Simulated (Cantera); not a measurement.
Mixture: 25.8 % CO, 8.01 % H₂, 1.70 % CH₄, 13.6 % O₂, 50.9 % N₂, at 26.6 atm, adiabatic and at constant volume. Ignition delay is the time to a rise of 400 K.

Computed with Cantera and GRI-Mech 3.0 (53 species, 325 reactions). The pressure lies above the range GRI-Mech 3.0 was tuned for (to about 10 atm).

Predict: delay at 1100 K; delay at 1250 K; delay at 1400 K; delay at 1550 K; delay at 1700 K; apparent activation energy between 1550 and 1700 K.


```json
{
 "delay at 1100 K": "0.275 ms",
 "delay at 1250 K": "25.0 µs",
 "delay at 1400 K": "4.62 µs",
 "delay at 1550 K": "1.58 µs",
 "delay at 1700 K": "0.794 µs",
 "apparent activation energy between 1550 and 1700 K": "100 kJ/mol"
}
```
